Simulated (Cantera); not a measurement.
A closed system holds: 1 mol CH₃Cl, 0.041 mol Si, 2.5 mol H₂, held at 2900 °C and 0.188 Torr.

These are equilibrium values from Cantera (NASA tables, ideal gas, pure condensed phases), not measurements of a reactor. Kinetics and transport are ignored.

```json
[
 {"species": "H", "before": "0.804", "after": "0.547"},
 {"species": "H₂", "before": "0.00237", "after": "0.246"},
 {"species": "Cl", "before": "0.101", "after": "0.0858"},
 {"species": "C", "before": "0.0789", "after": "0.00379"},
 {"species": "C₂H₂ (acetylene)", "before": "1.60e-6", "after": "0.0192"},
 {"species": "HCl", "before": "0.000441", "after": "0.0572"},
 {"species": "C₃", "before": "0.00394", "after": "0.0219"},
 {"species": "Si", "before": "0.00411", "after": "0.00302"},
 {"species": "C₄H₂", "before": "<1e-9", "after": "0.000623"},
 {"species": "C₆H₂", "before": "<1e-9", "after": "2.16e-5"},
 {"species": "C₂HCl", "before": "8.00e-9", "after": "0.000120"},
 {"species": "C₂H₂ (vinylidene)", "before": "7.34e-9", "after": "8.80e-5"},
 {"species": "CH₂", "before": "3.15e-8", "after": "3.52e-5"},
 {"species": "C₅", "before": "7.98e-7", "after": "0.000513"}
]
```
Gas species are given as mole fractions.

Which change was made?
(A) pressure from 0.188 Torr to 0.0180 Torr
(B) pressure from 0.188 Torr to 42.0 Torr
(C) pressure from 0.188 Torr to 100 Torr
(D) H₂ from 2.5 to 0.21 mol

B, pressure from 0.188 Torr to 42.0 Torr. The tables' values for SiCl, CCl are old estimates; treat these amounts as uncertain
